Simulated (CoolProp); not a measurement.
Properties of isohexane along the isobar 2170 kPa.

Computed with CoolProp (reference Helmholtz-energy equation of state, Lemmon 2006). It is a short technical equation, of lower accuracy than the large ones.

```tsv
T (K)	phase	density (kg/m³)	cv (kJ/(kg K))	Joule-Thomson coefficient (K/MPa)	isothermal compressibility (1/MPa)	expansivity (1/kK)
173.9	liquid	758.4	1.302	-0.5926	0.0006408	1.154
178	liquid	754.8	1.311	-0.5893	0.0006608	1.154
182.2	liquid	751.1	1.320	-0.5856	0.0006820	1.155
186.4	liquid	747.5	1.331	-0.5816	0.0007039	1.156
190.6	liquid	743.9	1.342	-0.5773	0.0007265	1.158
194.8	liquid	740.3	1.353	-0.5727	0.0007500	1.160
199	liquid	736.7	1.365	-0.5679	0.0007742	1.163
203.2	liquid	733.1	1.377	-0.5628	0.0007993	1.167
207.4	liquid	729.5	1.390	-0.5575	0.0008254	1.170
211.5	liquid	726.0	1.403	-0.5521	0.0008517	1.175
215.7	liquid	722.4	1.417	-0.5464	0.0008797	1.180
219.9	liquid	718.8	1.430	-0.5406	0.0009088	1.185
224.1	liquid	715.2	1.445	-0.5345	0.0009390	1.191
228.3	liquid	711.7	1.459	-0.5283	0.0009704	1.197
232.5	liquid	708.1	1.474	-0.5220	0.001003	1.204
236.7	liquid	704.5	1.489	-0.5155	0.001037	1.211
```
